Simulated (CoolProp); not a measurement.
Vapour-liquid equilibrium of carbon dioxide (1) + CH3F (R41) (2) at -42.65 °C; x and y are mole fractions of (1).

Model: multi-fluid Helmholtz-energy mixture model, Span 1996 and Lemmon 2006; pair parameters Bell 2016, in CoolProp.

```json
[
 {"x": "0.05", "bubble pressure, mixture model (MPa)": "0.5384", "bubble pressure, Raoult's law (MPa)": "0.5393", "y, mixture model": "0.079", "y, Raoult's law": "0.084"},
 {"x": "0.2", "bubble pressure, mixture model (MPa)": "0.5919", "bubble pressure, Raoult's law (MPa)": "0.5978", "y, mixture model": "[?]", "y, Raoult's law": "0.304"},
 {"x": "0.35", "bubble pressure, mixture model (MPa)": "[?]", "bubble pressure, Raoult's law (MPa)": "0.6563", "y, mixture model": "[?]", "y, Raoult's law": "0.485"},
 {"x": "0.5", "bubble pressure, mixture model (MPa)": "0.6987", "bubble pressure, Raoult's law (MPa)": "0.7149", "y, mixture model": "0.613", "y, Raoult's law": "0.636"},
 {"x": "0.65", "bubble pressure, mixture model (MPa)": "0.7565", "bubble pressure, Raoult's law (MPa)": "0.7734", "y, mixture model": "[?]", "y, Raoult's law": "0.765"},
 {"x": "0.8", "bubble pressure, mixture model (MPa)": "0.8192", "bubble pressure, Raoult's law (MPa)": "0.8319", "y, mixture model": "0.870", "y, Raoult's law": "0.875"},
 {"x": "0.95", "bubble pressure, mixture model (MPa)": "0.8867", "bubble pressure, Raoult's law (MPa)": "0.8905", "y, mixture model": "0.971", "y, Raoult's law": "0.971"}
]
```

Question: What belongs in the gaps?

Answer: 
- 0.2, y, mixture model: 0.284
- 0.35, bubble pressure, mixture model (MPa): 0.6444
- 0.35, y, mixture model: 0.459
- 0.65, y, mixture model: 0.750

The largest gap from Raoult's law is -2.3 % in bubble pressure, at x = 0.5. No azeotrope shows between x = 0.05 and 0.95.

The pair parameters rest on a limited set of measurements; away from them the model extrapolates.
